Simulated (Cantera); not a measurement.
Input: 1 mol AlCl3, 4.7 mol N2O, 1.6 mol H2, held at 2198 K and 0.130 bar.

These are equilibrium values from Cantera (NASA tables, ideal gas, pure condensed phases), not measurements of a reactor. Candidate condensed phases: Al, AlCl3, AlN, Al2O3, H2O, NH4Cl; 45 gas species. Rates play no part.

Base state: N2 0.484, HCl 0.207, O2 0.129, Cl 0.103, H2O 0.0591, NO 0.00771, OH 0.00559, O 0.00266 (mole fractions); condensed: Al2O3(s).

What changes in the equilibrium state with this change: temperature from 2198 K to 900 K?


```json
[
 {"species": "N2", "before": "0.484", "after": "0.518"},
 {"species": "HCl", "before": "0.207", "after": "0.209"},
 {"species": "O2", "before": "0.129", "after": "0.140"},
 {"species": "Cl", "before": "0.103", "after": "5.06e-5"},
 {"species": "Cl2", "before": "0.000635", "after": "0.0609"},
 {"species": "H2O", "before": "0.0591", "after": "0.0720"},
 {"species": "AlOCl", "before": "5.05e-5", "after": "<1e-9"},
 {"species": "O", "before": "0.00266", "after": "<1e-9"},
 {"species": "H2", "before": "0.000514", "after": "<1e-9"},
 {"species": "H", "before": "0.000350", "after": "<1e-9"},
 {"species": "OH", "before": "0.00559", "after": "1.68e-8"},
 {"species": "Al2O3(s), mol", "before": "0.500", "after": "0.500"}
]
```
Condensed phases not in the tables: AlOCl.

What changes in the equilibrium state with this change: temperature from 2198 K to 1248.15 K?


```
species          before    after
-------------  --------  -------
N2                0.484    0.508
HCl               0.207    0.273
O2                0.129    0.155
Cl                0.103  0.00329
Cl2            0.000635   0.0239
H2O              0.0591   0.0364
AlCl3           2.20e-5  1.96e-7
H              0.000350    <1e-9
H2             0.000514  8.53e-9
AlOCl           5.05e-5    <1e-9
Al2O3(s), mol     0.500    0.500
```
